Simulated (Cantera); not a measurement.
What does this Cantera script print?

```python
import numpy as np
import cantera as ct

gas_names = """
    C CH CH2 CH3 CH2OH CH3O CH4 CH3OH CO CO2 COOH C2 C2H CHCO,ketyl C2H2,acetylene C2H2,vinylidene
    CH2CO,ketene C2H3,vinyl CH3CO,acetyl C2H4 C2H4O,ethylen CH3CHO,ethanal CH3COOH (HCOOH)2 C2H5 C2H6
    CH3OCH3 C2H5OH C2O C3 C3H3,propargyl C3H4,allene C3H4,propyne C3H4,cyclo- C3H5,allyl C3H6,propylene
    C3H6,cyclo- C3H6O C3H7,n-propyl C3H7,i-propyl C3H8 C3H8O,1propanol C3H8O,2propanol C3O2 C4 C4H2
    C4H4,1,3-cyclo- C4H6,butadiene C4H6,2-butyne C4H6,cyclo- C4H8,1-butene C4H8,cis2-buten
    C4H8,tr2-butene C4H8,isobutene C4H8,cyclo- (CH3COOH)2 C4H9,n-butyl C4H9,i-butyl C4H9,s-butyl
    C4H9,t-butyl C4H10,isobutane C4H10,n-butane C5 C5H6,1,3cyclo- C5H8,cyclo- C5H10,1-pentene
    C5H10,cyclo- C5H11,pentyl C5H11,t-pentyl C5H12,n-pentane C5H12,i-pentane CH3C(CH3)2CH3 C6H2
    C6H5,phenyl C6H5O,phenoxy C6H6 C6H5OH,phenol C6H10,cyclo- C6H12,1-hexene C6H12,cyclo- C6H13,n-hexyl
    C7H7,benzyl C7H8 C7H8O,cresol C7H14,1-heptene C7H15,n-heptyl C7H16,n-heptane C8H8,styrene
    C8H10,ethylbenz C8H16,1-octene C8H17,n-octyl C8H18,isooctane C8H18,n-octane C9H19,n-nonyl
    C10H8,naphthale C10H21,n-decyl C12H9,o-bipheny C12H10,bipheny H HCO HO2 H2 HCHO,formaldehy HCOOH H2O
    H2O2 O OH O2 O3
""".split()
cond_names = """
    C(gr) C6H6(L) C7H8(L) C8H18(L),n-octa H2O(s) H2O(L)
""".split()


def load(file, names, dense=False):
    # The tables refer to 1 bar. Condensed volumes are neglected.
    table = {s.name: s for s in ct.Species.list_from_file(file)}
    out = []
    for n in names:
        d = dict(table[n].input_data)
        d["thermo"] = dict(d["thermo"], **{"reference-pressure": 1e5})
        if dense:
            d["equation-of-state"] = {"model": "constant-volume", "density": "1e6 g/cm^3"}
        out.append(ct.Species.from_dict(d))
    return out


gas = ct.Solution(thermo="ideal-gas", species=load("nasa_gas.yaml", gas_names))
cond = {s.name: ct.Solution(thermo="fixed-stoichiometry", species=[s], name=s.name)
        for s in load("nasa_condensed.yaml", cond_names, dense=True)}
atoms = {
    'C3H8': {'C': 3, 'H': 8},
    'CO2': {'C': 1, 'O': 2},
    'H2': {'H': 2},
}
top_T = {'C(gr)': 4500}  # K; cautious upper limits of use, not melting points


def equilibrate(T, P, feed):
    n = {}
    for name, mol in feed.items():
        for a, k in atoms[name].items():
            n[a] = n.get(a, 0.0) + k * mol
    gas.TPX = T, P, n
    mass = sum(n.values()) * gas.mean_molecular_weight
    gas.equilibrate("TP")
    valid = [c for c in cond.values() if c.min_temp <= T <= top_T.get(c.name, c.max_temp)]
    mix = ct.Mixture([(gas, mass / gas.mean_molecular_weight)] + [(c, 0.0) for c in valid])
    mix.T, mix.P = T, P
    mix.equilibrate("TP", solver="vcs", rtol=1e-11, max_steps=5000)
    return mix


results = []
feed = {'C3H8': 1, 'CO2': 0.53, 'H2': 1.1}  # mol
P = 1000  # Pa
for T in [773, 873, 973, 1073, 1173, 1273, 1373, 1473, 1573, 1673]:
    mix = equilibrate(T, P, feed)
    results.append((T, P, feed, dict(zip(mix.species_names, mix.species_moles))))

top = {s: max(r[3][s] / sum(r[3][g] for g in gas_names) for r in results) for s in gas_names}
cols = sorted((s for s in top if top[s] > 0.001), key=lambda s: -top[s])[:5]
seen = [c for c in cond_names if any(r[3].get(c, 0) > 1e-12 for r in results)]
print("log10 of partial pressures in bar; condensed amounts in mol")
print(f"{'T/K':>10s}" + "".join(f"{s[:9]:>10s}" for s in cols + seen))
for T, P, feed, n in results:
    ng = sum(n[g] for g in gas_names)
    print(f"{T:10.4g}" + "".join(f"{np.log10(max(n[s] / ng * P / 1e5, 1e-99)):10.3f}" for s in cols)
          + "".join(f"{n.get(c, 0):10.4g}" for c in seen))
```

It prints:

```
log10 of partial pressures in bar; condensed amounts in mol
       T/K        H2        CO       H2O       CO2       CH4     C(gr)
       773    -2.084    -3.005    -3.411    -3.623    -3.842     2.746
       873    -2.083    -2.789    -4.244    -4.524    -4.514     2.504
       973    -2.083    -2.767    -5.056    -5.533    -5.056     2.472
      1073    -2.082    -2.765    -5.733    -6.381    -5.502     2.469
      1173    -2.082    -2.764    -6.296    -7.083    -5.875      2.47
      1273    -2.082    -2.764    -6.771    -7.672    -6.191      2.47
      1373    -2.082    -2.764    -7.176    -8.172    -6.462      2.47
      1473    -2.082    -2.764    -7.525    -8.601    -6.696      2.47
      1573    -2.082    -2.764    -7.830    -8.973    -6.901      2.47
      1673    -2.083    -2.764    -8.097    -9.298    -7.081     2.469
```

These are equilibrium values from Cantera (NASA tables, ideal gas, pure condensed phases), not measurements of a reactor.
